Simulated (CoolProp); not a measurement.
Saturation properties of vinyl chloride (Tc = 425.0 K, pc = 56.00 bar, ω = 0.160).

Values from CoolProp's reference Helmholtz-energy equation of state, Thol 2022.

```tsv
T (K)	p (bar)	vapour density (kg/m³)
288.8	2.958	8.209
300.2	4.197	11.42
311.6	5.790	15.51
323	7.794	20.67
334.5	10.29	27.17
345.9	13.31	35.20
357.3	16.92	45.22
368.7	21.22	57.80
380.1	26.27	73.90
391.5	32.19	95.18
402.9	39.09	125.1
414.4	47.23	173.6
```

It boils at 259.3 K under 1 atm.
